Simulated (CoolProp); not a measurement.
The numbers come from the reference Helmholtz-energy equation of state, Lemmon 2006 in CoolProp. It is a short technical equation, of lower accuracy than the large ones.

Problem. Give the vapour pressure (bar), liquid density (kg/m³), vapour Z of saturated nitrous oxide at -22.25 °C.

Solution. 
```
T (°C)  p (bar)  liquid density (kg/m³)  vapour Z
------  -------  ----------------------  --------
-22.25     16.8                    1010     0.813
```
